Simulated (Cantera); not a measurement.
A perfectly stirred reactor is fed with 7.22 % CH₄, 3.61 % CO, 9.03 % O₂, 69.3 % N₂, 10.8 % H₂O, equivalence ratio 1.8, at 1.00 bar; it is adiabatic with a 750 K inlet, and is followed from long to short residence time, starting on the burning branch (τ in s: 0.14, 0.048, 0.016, 0.0054, 0.0018, 0.0006, 0.0002, 6.8e-05, 2.3e-05).

Cantera simulation using GRI-Mech 3.0 (53 species, 325 reactions); the numbers are that mechanism's predictions, not measurements.

Predict: blow-out, bracketed by the residence times tried; x(CH₄) at τ = 0.140 s; x(CO) at τ = 0.140 s; x(O₂) at τ = 0.140 s; x(C₂H₆) at τ = 0.140 s; x(H) at τ = 0.140 s; x(CH₄) at τ = 1.80 ms; x(CO) at τ = 1.80 ms; x(O₂) at τ = 1.80 ms.


* **blow-out, bracketed by the residence times tried**: burning at 48.0 ms, out at 16.0 ms
* **x(CH₄) at τ = 0.140 s**: 0.00834
* **x(CO) at τ = 0.140 s**: 0.0462
* **x(O₂) at τ = 0.140 s**: 0.00206
* **x(C₂H₆) at τ = 0.140 s**: 4.40e-5
* **x(H) at τ = 0.140 s**: 3.78e-5
* **x(CH₄) at τ = 1.80 ms**: 0.0722
* **x(CO) at τ = 1.80 ms**: 0.0361
* **x(O₂) at τ = 1.80 ms**: 0.0903
